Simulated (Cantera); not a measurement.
**Moist CO burnout**

An isothermal, constant-pressure homogeneous reactor starts with 0.314 % CO, 0.265 % O2, 1.18 % H2O, 98.2 % N2, equivalence ratio 0.59, at 1275 K and 1.01 bar.

Computed with Cantera and GRI-Mech 3.0 (53 species, 325 reactions).

```json
[
 {"t (s)": "0.000400", "x CO": "0.00314", "x O2": "0.00265", "x H2O": "0.0118", "x HO2": "4.98e-11", "x H": "1.87e-10", "x O": "4.10e-10", "x N2O": "<1e-12"},
 {"t (s)": "0.00159", "x CO": "0.00314", "x O2": "0.00265", "x H2O": "0.0118", "x HO2": "2.49e-9", "x H": "8.08e-9", "x O": "9.58e-9", "x N2O": "2.42e-12"},
 {"t (s)": "0.00633", "x CO": "0.00237", "x O2": "0.00233", "x H2O": "0.0115", "x HO2": "7.74e-7", "x H": "0.000138", "x O": "7.64e-5", "x N2O": "4.87e-8"},
 {"t (s)": "0.0252", "x CO": "0.000108", "x O2": "0.00116", "x H2O": "0.0117", "x HO2": "3.01e-7", "x H": "1.91e-5", "x O": "1.23e-5", "x N2O": "1.36e-7"},
 {"t (s)": "0.100", "x CO": "6.34e-6", "x O2": "0.00108", "x H2O": "0.0118", "x HO2": "5.18e-8", "x H": "3.61e-7", "x O": "8.09e-7", "x N2O": "1.84e-7"},
 {"t (s)": "0.399", "x CO": "3.90e-7", "x O2": "0.00108", "x H2O": "0.0118", "x HO2": "4.75e-9", "x H": "1.08e-8", "x O": "8.07e-8", "x N2O": "1.57e-7"},
 {"t (s)": "1.59", "x CO": "4.11e-8", "x O2": "0.00108", "x H2O": "0.0118", "x HO2": "6.79e-10", "x H": "7.81e-10", "x O": "1.45e-8", "x N2O": "4.75e-8"},
 {"t (s)": "6.32", "x CO": "1.13e-8", "x O2": "0.00108", "x H2O": "0.0118", "x HO2": "2.29e-10", "x H": "1.45e-10", "x O": "4.64e-9", "x N2O": "3.01e-9"},
 {"t (s)": "25.1", "x CO": "8.79e-9", "x O2": "0.00108", "x H2O": "0.0118", "x HO2": "1.95e-10", "x H": "1.04e-10", "x O": "3.67e-9", "x N2O": "2.04e-9"},
 {"t (s)": "100", "x CO": "8.79e-9", "x O2": "0.00108", "x H2O": "0.0118", "x HO2": "1.95e-10", "x H": "1.04e-10", "x O": "3.67e-9", "x N2O": "2.04e-9"}
]
```
x: mole fraction; the columns are a selection and need not sum to one.

Equilibrium at this temperature and pressure: CO 8.84e-9, O2 0.00107, H2O 0.0118, HO2 1.93e-10, H 1.04e-10, O 3.65e-9, N2O 2.03e-9 (gas phase only).
